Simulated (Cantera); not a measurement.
A perfectly stirred reactor is fed with CH4 : N2 = 1 : 29 (molar parts), at 20.0 Torr; it is held at 1300 K, and followed from long to short residence time.

Cantera simulation using GRI-Mech 3.0 (53 species, 325 reactions); the numbers are that mechanism's predictions, not measurements. GRI-Mech 3.0 stops at C3 and has no aromatics, soot or wall deposition, so with more carbon than oxygen in the feed, carbon stays in small species such as C2H2 where larger ones or solid carbon would form. Radical loss at walls, strong at low pressure, is not modelled.

Problem. What does this change do: temperature 1300 to 1725 K?

Solution. 
```
quantity                  before    after
----------------------  --------  -------
x(CH4) at τ = 19.0 s      0.0328  0.00103
x(CH2) at τ = 19.0 s    1.73e-10  2.73e-7
x(C2H2) at τ = 19.0 s   0.000130   0.0155
x(H2) at τ = 19.0 s     0.000613   0.0467
x(C2H) at τ = 19.0 s    1.54e-12  3.52e-7
x(CH4) at τ = 45.0 ms     0.0333   0.0273
x(CH2) at τ = 45.0 ms     <1e-12  6.51e-7
x(C2H2) at τ = 45.0 ms    <1e-12  0.00178
x(H2) at τ = 45.0 ms     1.18e-7  0.00731
x(C2H) at τ = 45.0 ms     <1e-12  2.12e-8
```
